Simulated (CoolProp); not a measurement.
A single-stage vapour-compression cycle with the fluid: evaporating at 270.15 K (dew point), condensing at 328.15 K (bubble point), superheat 2 K, subcooling 2 K, compressor efficiency 0.7, no pressure losses. The same conditions are run with several fluids, on thermodynamics alone (safety and materials aside).

The numbers come from the reference Helmholtz-energy equation of state of each fluid (R115: Lemmon 2016; R11: Jacobsen 1992; R113: Marx 1992; cyclopentane: Gedanitz 2015; n-butane: Bücker 2006; R410A: Lemmon 2003) in CoolProp. Blends and air are pseudo-pure fits.

```
fluid         cooling COP  pressure ratio  discharge temperature (K)  refrigerating effect (kJ/kg)  volumetric capacity (kJ/m³)
------------  -----------  --------------  -------------------------  ----------------------------  ---------------------------
R115                    …            4.62                          …                             …                         1500
R11                  2.74            7.73                      364.6                           142                          311
R113                 2.61            9.92                      338.8                           109                          119
cyclopentane         2.78            9.92                      365.3                             …                          125
n-butane             2.51               …                      339.1                           254                          623
R410A                   …            4.75                          …                             …                         3580
```

Question: Fill in the missing entries.

Answer: 
- R115, cooling COP: 1.81
- R115, discharge temperature (K): 331.2
- R115, refrigerating effect (kJ/kg): 48.8
- cyclopentane, refrigerating effect (kJ/kg): 326
- n-butane, pressure ratio: 6.13
- R410A, cooling COP: 2.09
- R410A, discharge temperature (K): 368.8
- R410A, refrigerating effect (kJ/kg): 131
